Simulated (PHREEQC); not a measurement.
Consider water at 10 °C with 0.0028 mol/kgw Cu(NO3)2, 3.8e-05 mol/kgw HCl and 0.002 mol/kgw FeCl3. Closed to the air; pH follows from the charge balance.

Computed with PHREEQC (ion-association model, wateq4f.dat).

Task: The ionic strength comes out as 0.0183 mol/kgw. What activity coefficients do Fe3(OH)4+5, CuCl+, FeCl2+, H+, Fe+3 get?

Result: Fe3(OH)4+5 0.038, CuCl+ 0.88, FeCl2+ 0.88, H+ 0.90, Fe+3 0.37.

Precipitation was switched off in this run. Examples of supersaturated solids here: Hematite (slow to form), Goethite (slow to form). Others may be too. Species that the database lacks are ignored. At this temperature some constants are extrapolated from 25 °C, and those without enthalpy data are left unchanged.
